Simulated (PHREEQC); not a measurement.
Consider water at 25 °C with 2.2 mmol/kgw HF and 0.14 mmol/kgw NaF. Closed to the air; pH follows from the charge balance.

The numbers come from PHREEQC with the ion-association model, wateq4f.dat.

| quantity | before | after |
|---|---|---|
| pH | 3.06 | 3.36 |
| ionic strength (mol/kgw) | 0.00104 | 0.00280 |
| HF (mol/kgw) | 0.00129 | 0.00171 |
| F- (mol/kgw) | 0.00103 | 0.00278 |
| HF2- (mol/kgw) | 5.10e-6 | 1.82e-5 |
| H2F2 (mol/kgw) | 4.34e-6 | 7.61e-6 |

**Question.** Name the change that produced these shifts.
(A) 0.001 mol/kgw H3PO4 added
(B) 2.5e-05 mol/kgw KI added
(C) temperature from 25 to 40 °C
(D) HF replaced by NaBF4 at the same molality
(E) HF replaced by KHF2 at the same molality

**Answer.** E, HF replaced by KHF2 at the same molality

Precipitation was switched off in this run.
